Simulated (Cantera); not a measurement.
Input (Python, Cantera):

```python
import numpy as np
import cantera as ct

gas = ct.Solution("gri30.yaml")


def delay(T, t_max=10):
    gas.TPX = T, 3400000, {'CH4': 1, 'O2': 2.35, 'N2': 8.85}
    reactor = ct.IdealGasReactor(gas, clone=False)
    net = ct.ReactorNet([reactor])
    net.rtol, net.atol = 1e-8, 1e-16
    while net.time < t_max:
        t_old, T_old = net.time, reactor.T
        net.step()
        if reactor.T > T + 400:  # ignition: a rise of 400 K
            return t_old + (T + 400 - T_old) / (reactor.T - T_old) * (net.time - t_old)
    return np.nan


taus = []
for T in [1300, 1350, 1400, 1450, 1500, 1550, 1600, 1650]:
    taus.append(delay(T))
    print(f"T0 = {T:6g} K   tau = {taus[-1]:.4e} s")
```

Result:

```
T0 =   1300 K   tau = 3.5424e-04 s
T0 =   1350 K   tau = 2.1200e-04 s
T0 =   1400 K   tau = 1.3052e-04 s
T0 =   1450 K   tau = 8.2320e-05 s
T0 =   1500 K   tau = 5.3019e-05 s
T0 =   1550 K   tau = 3.4793e-05 s
T0 =   1600 K   tau = 2.3227e-05 s
T0 =   1650 K   tau = 1.5758e-05 s
```

Cantera simulation using GRI-Mech 3.0 (53 species, 325 reactions); the numbers are that mechanism's predictions, not measurements. The pressure lies above the range GRI-Mech 3.0 was tuned for (to about 10 atm).
